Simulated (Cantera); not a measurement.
An isothermal, constant-pressure homogeneous reactor starts with CH4 : CO2 = 1 : 4.1 (molar parts), at 1875 K and 0.133 bar.

Cantera simulation using GRI-Mech 3.0 (53 species, 325 reactions); the numbers are that mechanism's predictions, not measurements.

x: mole fraction; the columns are a selection and need not sum to one.

```json
[
 {"t (s)": "2.00e-5", "x CH4": "0.196", "x CO2": "0.804", "x C2H4": "1.92e-7", "x CH2O": "4.23e-8", "x CH2": "1.21e-8", "x O": "2.88e-10"},
 {"t (s)": "8.66e-5", "x CH4": "0.195", "x CO2": "0.803", "x C2H4": "1.96e-5", "x CH2O": "1.78e-6", "x CH2": "1.91e-7", "x O": "3.52e-10"},
 {"t (s)": "0.000375", "x CH4": "0.188", "x CO2": "0.800", "x C2H4": "[?]", "x CH2O": "[?]", "x CH2": "[?]", "x O": "[?]"},
 {"t (s)": "0.00162", "x CH4": "0.125", "x CO2": "0.746", "x C2H4": "0.00971", "x CH2O": "0.000231", "x CH2": "5.49e-6", "x O": "1.11e-8"},
 {"t (s)": "0.00702", "x CH4": "0.0418", "x CO2": "0.581", "x C2H4": "0.00123", "x CH2O": "0.000108", "x CH2": "3.73e-6", "x O": "1.46e-8"},
 {"t (s)": "0.0304", "x CH4": "0.00445", "x CO2": "0.392", "x C2H4": "7.44e-5", "x CH2O": "5.78e-5", "x CH2": "3.54e-6", "x O": "4.29e-8"},
 {"t (s)": "0.132", "x CH4": "0.00186", "x CO2": "0.278", "x C2H4": "8.65e-6", "x CH2O": "1.04e-5", "x CH2": "9.41e-7", "x O": "9.61e-8"},
 {"t (s)": "0.570", "x CH4": "2.72e-6", "x CO2": "0.245", "x C2H4": "1.36e-9", "x CH2O": "1.54e-8", "x CH2": "1.48e-9", "x O": "2.61e-7"},
 {"t (s)": "2.47", "x CH4": "3.53e-12", "x CO2": "0.245", "x C2H4": "<1e-12", "x CH2O": "2.33e-9", "x CH2": "<1e-12", "x O": "4.10e-7"},
 {"t (s)": "10.7", "x CH4": "3.53e-12", "x CO2": "0.245", "x C2H4": "<1e-12", "x CH2O": "2.33e-9", "x CH2": "<1e-12", "x O": "4.10e-7"},
 {"t (s)": "46.2", "x CH4": "3.53e-12", "x CO2": "0.245", "x C2H4": "<1e-12", "x CH2O": "2.33e-9", "x CH2": "<1e-12", "x O": "4.10e-7"},
 {"t (s)": "200", "x CH4": "3.53e-12", "x CO2": "0.245", "x C2H4": "<1e-12", "x CH2O": "2.33e-9", "x CH2": "<1e-12", "x O": "4.10e-7"}
]
```

Some entries are withheld; supply them.


- 0.000375, x C2H4: 0.00133
- 0.000375, x CH2O: 7.66e-5
- 0.000375, x CH2: 2.30e-6
- 0.000375, x O: 1.63e-9
